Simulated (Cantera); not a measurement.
Input: 1 mol SiHCl3, 4.2 mol HCl, 8.5 mol N2, equilibrated at 10.0 mbar.

Method: chemical equilibrium by Gibbs-energy minimisation in Cantera with the NASA 1993 tables (ideal gas, pure condensed phases). Candidate condensed phases: NH4Cl, Si, Si3N4; 28 gas species. N2 is the only nitrogen source here; it is nearly inert below about 1500 K, so the nitride shown seldom forms there in practice. Equilibrium is a limit: real reactors are often held back by kinetics, nucleation or transport.

Question: Which condensed phases are stable at each of these points (T (K)): 850, 900, 950, 1000, 1050, 1100, 1150, 1200, 1250, 1300, 1350, 1400, 1450, 1500?

Answer: 
```json
[
 {"T (K)": "850", "condensed phases": "gas only", "Si condensed (%)": "0.0"},
 {"T (K)": "900", "condensed phases": "gas only", "Si condensed (%)": "0.0"},
 {"T (K)": "950", "condensed phases": "Si3N4(s)", "Si condensed (%)": "1.6"},
 {"T (K)": "1000", "condensed phases": "Si3N4(s)", "Si condensed (%)": "3.7"},
 {"T (K)": "1050", "condensed phases": "Si3N4(s)", "Si condensed (%)": "5.4"},
 {"T (K)": "1100", "condensed phases": "Si3N4(s)", "Si condensed (%)": "6.9"},
 {"T (K)": "1150", "condensed phases": "Si3N4(s)", "Si condensed (%)": "7.9"},
 {"T (K)": "1200", "condensed phases": "Si3N4(s)", "Si condensed (%)": "8.2"},
 {"T (K)": "1250", "condensed phases": "Si3N4(s)", "Si condensed (%)": "7.3"},
 {"T (K)": "1300", "condensed phases": "Si3N4(s)", "Si condensed (%)": "3.9"},
 {"T (K)": "1350", "condensed phases": "gas only", "Si condensed (%)": "0.0"},
 {"T (K)": "1400", "condensed phases": "gas only", "Si condensed (%)": "0.0"},
 {"T (K)": "1450", "condensed phases": "gas only", "Si condensed (%)": "0.0"},
 {"T (K)": "1500", "condensed phases": "gas only", "Si condensed (%)": "0.0"}
]
```

From 850 K to 900 K nothing is condensed. From 950 K to 1300 K the condensed part is Si3N4(s). From 1350 K to 1500 K nothing is condensed.
